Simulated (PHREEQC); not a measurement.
Consider water at 15 °C with 3.7 mol/kgw HCl, 0.028 mol/kgw Na2B4O7 and 0.00011 mol/kgw H4SiO4. It is in equilibrium with CO2 at log p = -3.4 (atm). Otherwise closed; pH follows from the charge balance.

Model: Pitzer model, pitzer.dat, run in PHREEQC.

Task: The ionic strength comes out as 3.70 mol/kgw. What activity coefficients do Cl-, H+, Na+ get?

Result: Cl- 0.56, H+ 4.9, Na+ 2.6. Single-ion values are on the MacInnes scale.

This is a speciation only: nothing precipitates in the calculation. In brines, pH and single-ion activities rest on the MacInnes convention.
